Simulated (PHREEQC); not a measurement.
Solution (25 °C): 0.13 mol/kgw ZnSO4, 0.062 mol/kgw H3BO3 and 0.00039 mol/kgw FeSO4. Closed to the air; pH follows from the charge balance.

All values are PHREEQC results (ion-association model, wateq4f.dat), not measurements.

Q: The ionic strength comes out as 0.248 mol/kgw. What activity coefficients do H2BO3-, Fe+2, ZnOH+, HSO4-, Zn+2 get?

A: H2BO3- 0.66, Fe+2 0.31, ZnOH+ 0.74, HSO4- 0.71, Zn+2 0.31.

Precipitation was switched off in this run.
